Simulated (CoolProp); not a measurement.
R21 at several states: Z from the reference equation and from simpler models built on Tc = 452.7 K, pc = 5.289 MPa, ω = 0.206; each cubic takes its own stable root.

Model: reference Helmholtz-energy equation of state, Platzer 1990, in CoolProp. This equation is an older, rougher fit; its heat capacities, sound speeds and derivatives of the liquid may be far off and weren't checked against measurements.

```csv
T (K),p (MPa),phase,reference
209.1,0.0191,liquid,0.0007238
271.9,10.3,liquid,0.3237
280,0.0109,gas,0.9961
```

### Question
How far does each simpler model (Redlich-Kwong, Soave-Redlich-Kwong, Peng-Robinson) lie from the reference over these 3 states: mean and median of the absolute difference, and the worst?

### Answer
- Redlich-Kwong: mean 5.6 %, median 8.1 %, worst +8.5 % at 209.1 K and 0.0191 MPa
- Soave-Redlich-Kwong: mean 4.5 %, median 6.1 %, worst +7.3 % at 209.1 K and 0.0191 MPa
- Peng-Robinson: mean 3.5 %, median 4.6 %, worst -5.7 % at 271.9 K and 10.3 MPa
